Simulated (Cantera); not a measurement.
An isothermal, constant-pressure homogeneous reactor starts with 1.57 % CH4, 0.597 % O2, 97.8 % N2, equivalence ratio 5.2, at 1275 K and 1.88 atm.

Computed with Cantera and GRI-Mech 3.0 (53 species, 325 reactions). GRI-Mech 3.0 stops at C3 and has no aromatics, soot or wall deposition, so with more carbon than oxygen in the feed, carbon stays in small species such as C2H2 where larger ones or solid carbon would form.

Problem. Predict: x(CH4) at 300 s; x(H2) at 300 s; x(CH2O) at 300 s; x(H) at 300 s.

Solution. 
| Property | Value |
|---|---|
| x(CH4) at 300 s | 0.00455 (gas-phase equilibrium 0.000883) |
| x(H2) at 300 s | 0.0130 (gas-phase equilibrium 0.0275) |
| x(CH2O) at 300 s | 1.78e-9 (gas-phase equilibrium 2.89e-10) |
| x(H) at 300 s | 5.21e-8 (gas-phase equilibrium 8.93e-8) |
